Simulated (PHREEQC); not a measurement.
# Reverse-osmosis reject (model solution)

A made-up water analysis in mg/kgw, 25 °C, pH 7.9:

```csv
constituent,mg/kgw
Na,2260
K,38.4
Ca,228
Mg,370
Cl,5000
S(6) as SO4,261
Alkalinity as HCO3,29.7
```

Valence states are taken as typed.

Equilibrium calculation in PHREEQC: Pitzer model, pitzer.dat.

| Property | Value |
|---|---|
| ionic strength | 0.168 mol/kgw |
| specific conductance | 14400 µS/cm |
| density | 1.003 g/cm³ |
| osmotic coefficient | 0.908 |
| charge-balance error | -2.0 % |

| species | molality | activity | log γ |
|---|---|---|---|
| Cl- | 0.141 | 0.103 | -0.137 |
| Na+ | 0.0983 | 0.0749 | -0.118 |
| Mg+2 | 0.0152 | 0.00513 | -0.472 |
| Ca+2 | 0.00569 | 0.00183 | -0.493 |
| SO4-2 | 0.00272 | 0.000566 | -0.681 |
| K+ | 0.000982 | 0.000731 | -0.128 |
| HCO3- | 0.000461 | 0.000364 | -0.103 |

Precipitation was switched off in this run. Species that the database lacks are ignored.
